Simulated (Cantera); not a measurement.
An isothermal, constant-pressure homogeneous reactor starts with CH4 : N2 = 1 : 2 (molar parts), at 2000 K and 0.0133 bar. Integrator tolerance rtol = 1e-08.

Detailed kinetics in Cantera: GRI-Mech 3.0 (53 species, 325 reactions). GRI-Mech 3.0 stops at C3 and has no aromatics, soot or wall deposition, so with more carbon than oxygen in the feed, carbon stays in small species such as C2H2 where larger ones or solid carbon would form. Radical loss at walls, strong at low pressure, is not modelled.

Q: What does this change do: 0.029 parts H2O added?

A: 
| quantity | before | after |
|---|---|---|
| x(CH4) at 2.00 s | 1.06e-5 (gas-phase equilibrium 1.17e-5) | 1.25e-5 (gas-phase equilibrium 1.16e-5) |
| x(C2H) at 2.00 s | 5.42e-5 (gas-phase equilibrium 2.88e-5) | 5.15e-5 (gas-phase equilibrium 2.71e-5) |
| x(CH3) at 2.00 s | 4.87e-6 (gas-phase equilibrium 5.38e-6) | 5.69e-6 (gas-phase equilibrium 5.31e-6) |
| x(HCN) at 2.00 s | 0.000166 (gas-phase equilibrium 0.117) | 0.000275 (gas-phase equilibrium 0.113) |
| x(H) at 2.00 s | 0.00862 (gas-phase equilibrium 0.00862) | 0.00868 (gas-phase equilibrium 0.00868) |
| x(C2H4) at 2.00 s | 4.10e-6 (gas-phase equilibrium 2.17e-6) | 3.98e-6 (gas-phase equilibrium 2.09e-6) |

Q: What does this change do: temperature 2000 to 1698 K?

A: 
```csv
quantity,before,after
x(CH4) at 2.00 s,1.06e-5 (gas-phase equilibrium 1.17e-5),0.00594 (gas-phase equilibrium 0.000106)
x(C2H) at 2.00 s,5.42e-5 (gas-phase equilibrium 2.88e-5),1.17e-6 (gas-phase equilibrium 8.30e-7)
x(CH3) at 2.00 s,4.87e-6 (gas-phase equilibrium 5.38e-6),0.000208 (gas-phase equilibrium 4.44e-6)
x(HCN) at 2.00 s,0.000166 (gas-phase equilibrium 0.117),2.84e-6 (gas-phase equilibrium 0.104)
x(H) at 2.00 s,0.00862 (gas-phase equilibrium 0.00862),0.000636 (gas-phase equilibrium 0.000772)
x(C2H4) at 2.00 s,4.10e-6 (gas-phase equilibrium 2.17e-6),4.22e-5 (gas-phase equilibrium 1.78e-5)
```
